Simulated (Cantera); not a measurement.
A closed system holds: 1 mol Pb, 8.3 mol H2O, 110 mol N2, held at 1298 K and 8.30 bar.

Method: chemical equilibrium by Gibbs-energy minimisation in Cantera with the NASA 1993 tables (ideal gas, pure condensed phases). Candidate condensed phases: H2O, Pb, PbO, PbO2, Pb3O4; 27 gas species. Gases not in the tables: (PbO)n polymers. The numbers say what is thermodynamically allowed, not how fast it happens.

Base state: N2 0.930, H2O 0.0701, Pb 0.000308, H2 4.21e-5, PbO 4.20e-5 (mole fractions); condensed: Pb(l).

Question: What changes in the equilibrium state with this change: temperature from 1298 K to 1550 K?

Answer: 
```csv
species,before,after
N2,0.930,0.925
H2O,0.0701,0.0694
Pb,0.000308,0.00472
H2,4.21e-5,0.000416
PbO,4.20e-5,0.000414
"Pb(l), mol",0.959,0.389
```

Question: What changes in the equilibrium state with this change: pressure from 8.30 bar to 1.20 mbar?

Answer: 
| species | before | after |
|---|---|---|
| N2 | 0.930 | 0.922 |
| H2O | 0.0701 | 0.0694 |
| Pb | 0.000308 | 0.00817 |
| H2 | 4.21e-5 | 0.000217 |
| PbO | 4.20e-5 | 0.000214 |
| Pb(l), mol | 0.959 | 0 |
